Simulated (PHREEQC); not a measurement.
A made-up water analysis in mg/kgw, 25 °C, pH 6.54, pe 11.4:

| constituent | mg/kgw |
|---|---|
| Na | 2.27 |
| K | 0.152 |
| Ca | 2.81 |
| Mg | 0.102 |
| Cl | 1.26 |
| S(6) as SO4 | 2.42 |
| Alkalinity as HCO3 | 9.66 |
| Si as SiO2 | 0.232 |
| Sr | 0.046 |
| N(5) as NO3 | 0.0201 |

Valence states are taken as typed.

Equilibrium calculation in PHREEQC: ion-association model, phreeqc.dat.

Each row changes one thing in this solution. This is a speciation only: nothing precipitates in the calculation.

```tsv
case	CO2 (mol/kgw)	CO3-2 (mol/kgw)	H3SiO4- (mol/kgw)	HSO4- (mol/kgw)	(CO2)2 (mol/kgw)	SI of Quartz (SiO2)
as made	0.000101	2.74e-8	2.02e-9	6.55e-10	1.86e-10	-1.43
Mg from 0.102 to 0.306 mg/kgw	0.000101	2.75e-8	2.02e-9	6.53e-10	1.85e-10	-1.43
temperature from 25 to 55 °C at the same typed pH	8.61e-5	4.08e-8	4.80e-9	1.34e-9	3.14e-10	-1.83
pH from 6.54 to 6.24 at the same alkalinity	0.000201	1.38e-8	1.01e-9	1.31e-9	7.42e-10	-1.43
pH from 6.54 to 5.54 at the same alkalinity	0.00102	2.79e-9	2.02e-10	6.55e-9	1.92e-8	-1.43
```

Constants without temperature data keep their 25 °C values here.
